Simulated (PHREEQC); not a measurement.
Make-up at 5 °C: 0.00098 mol/kgw HCl, 0.00011 mol/kgw CuSO4 and 0.0021 mol/kgw Na2SO4. Closed to the air; pH follows from the charge balance.

All values are PHREEQC results (ion-association model, wateq4f.dat), not measurements.

Each row changes one thing in this solution. No solid was allowed to form.

| case | pH | ionic strength (mol/kgw) | SO4-2 (mol/kgw) | Cu+2 (mol/kgw) | HSO4- (mol/kgw) | CuSO4 (mol/kgw) | SI of Chalcanthite (CuSO4:5H2O) | SI of Tenorite (CuO) |
|---|---|---|---|---|---|---|---|---|
| as made | 3.08 | 0.00742 | 0.00208 | 9.28e-5 | 8.67e-5 | 1.72e-5 | -4.29 | -6.44 |
| temperature from 5 to 70 °C | 3.19 | 0.00702 | 0.00188 | 8.80e-5 | 0.000275 | 2.09e-5 | -4.60 | -3.99 |
| HCl from 0.00098 to 0.000196 mol/kgw | 3.78 | 0.00677 | 0.00215 | 9.19e-5 | 1.81e-5 | 1.80e-5 | -4.27 | -5.03 |
| Na2SO4 left out | 3.03 | 0.00140 | 0.000103 | 0.000108 | 5.59e-6 | 1.43e-6 | -5.37 | -6.40 |
| temperature from 5 to 65 °C | 3.17 | 0.00706 | 0.00190 | 8.83e-5 | 0.000252 | 2.08e-5 | -4.58 | -4.16 |

Constants without temperature data keep their 25 °C values here.
